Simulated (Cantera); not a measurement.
Mixture: CH₄ : O₂ : N₂ = 1 : 2.78 : 11.1 (molar parts), at 270 Torr, adiabatic and at constant volume. Ignition delay is the time to a rise of 400 K.

Model: GRI-Mech 3.0 (53 species, 325 reactions), integrated in Cantera.

Question: Predict: delay at 1350 K; delay at 1425 K; delay at 1500 K; delay at 1575 K; delay at 1650 K; apparent activation energy between 1500 and 1650 K.

Answer: 
```
Quantity                                                 Value
--------------------------------------------------  ----------
delay at 1350 K                                        11.5 ms
delay at 1425 K                                        4.92 ms
delay at 1500 K                                        2.36 ms
delay at 1575 K                                        1.25 ms
delay at 1650 K                                       0.720 ms
apparent activation energy between 1500 and 1650 K  160 kJ/mol
```
